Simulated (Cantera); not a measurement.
Cantera with NASA thermochemical tables; ideal gases at 1 bar, condensed phases pure. Values are per mole of reaction as written; species without (g) are pure solids or liquids, kept so even where they would boil at 1 bar.

a) 4 Li + O₂(g) = 2 Li₂O
b) 1.2 Ti + O₂(g) = 0.4 Ti₃O₅
c) 2 B + O₂(g) = B₂O₂(g)
d) Ta + O₂(g) = TaO₂(g)

**Question.** Order these by ΔG° at 300 K, most negative first.

**Answer.** a (-1124 kJ), b (-927 kJ), c (-464 kJ), d (-211 kJ)
